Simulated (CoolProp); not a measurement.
Saturation properties of sulfur dioxide.

Model: reference Helmholtz-energy equation of state, Gao 2016, in CoolProp.

```json
[
 {"T (K)": "245.5", "p (kPa)": "43.09", "vapour density (kg/m³)": "1.373", "liquid cp (kJ/(kg K))": "1.358", "surface tension (mN/m)": "32.0"},
 {"T (K)": "251.8", "p (kPa)": "59.44", "vapour density (kg/m³)": "1.854", "liquid cp (kJ/(kg K))": "1.358", "surface tension (mN/m)": "30.7"},
 {"T (K)": "258.1", "p (kPa)": "80.49", "vapour density (kg/m³)": "2.461", "liquid cp (kJ/(kg K))": "1.360", "surface tension (mN/m)": "29.5"},
 {"T (K)": "264.4", "p (kPa)": "107.2", "vapour density (kg/m³)": "3.216", "liquid cp (kJ/(kg K))": "1.362", "surface tension (mN/m)": "28.3"},
 {"T (K)": "270.7", "p (kPa)": "140.5", "vapour density (kg/m³)": "4.143", "liquid cp (kJ/(kg K))": "1.365", "surface tension (mN/m)": "27.0"},
 {"T (K)": "277", "p (kPa)": "181.6", "vapour density (kg/m³)": "5.268", "liquid cp (kJ/(kg K))": "1.369", "surface tension (mN/m)": "25.8"},
 {"T (K)": "283.3", "p (kPa)": "231.6", "vapour density (kg/m³)": "6.620", "liquid cp (kJ/(kg K))": "1.375", "surface tension (mN/m)": "(withheld)"},
 {"T (K)": "289.6", "p (kPa)": "291.8", "vapour density (kg/m³)": "8.230", "liquid cp (kJ/(kg K))": "1.381", "surface tension (mN/m)": "23.3"},
 {"T (K)": "295.9", "p (kPa)": "(withheld)", "vapour density (kg/m³)": "10.13", "liquid cp (kJ/(kg K))": "1.389", "surface tension (mN/m)": "22.1"},
 {"T (K)": "302.2", "p (kPa)": "448.1", "vapour density (kg/m³)": "12.36", "liquid cp (kJ/(kg K))": "1.399", "surface tension (mN/m)": "20.9"},
 {"T (K)": "308.5", "p (kPa)": "(withheld)", "vapour density (kg/m³)": "14.95", "liquid cp (kJ/(kg K))": "1.410", "surface tension (mN/m)": "19.7"},
 {"T (K)": "314.8", "p (kPa)": "662.0", "vapour density (kg/m³)": "17.96", "liquid cp (kJ/(kg K))": "1.422", "surface tension (mN/m)": "18.4"},
 {"T (K)": "321.1", "p (kPa)": "794.4", "vapour density (kg/m³)": "21.43", "liquid cp (kJ/(kg K))": "1.437", "surface tension (mN/m)": "17.2"},
 {"T (K)": "327.4", "p (kPa)": "945.8", "vapour density (kg/m³)": "25.41", "liquid cp (kJ/(kg K))": "1.454", "surface tension (mN/m)": "16.0"}
]
```

Complete the blanks.


- 283.3, surface tension (mN/m): 24.5
- 295.9, p (kPa): 363.5
- 308.5, p (kPa): 547.1

It boils at 263.1 K under 1 atm.

Surface tension comes from a separate correlation (Mulero 2012).
